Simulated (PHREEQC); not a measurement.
Make-up at 30 °C: 0.036 mol HNO3 per kg of water. Closed to the air; pH follows from the charge balance.

The numbers come from PHREEQC with the ion-association model, wateq4f.dat.

No solid was allowed to form.

### Question
Estimate the pH.

### Answer
pH 1.51.
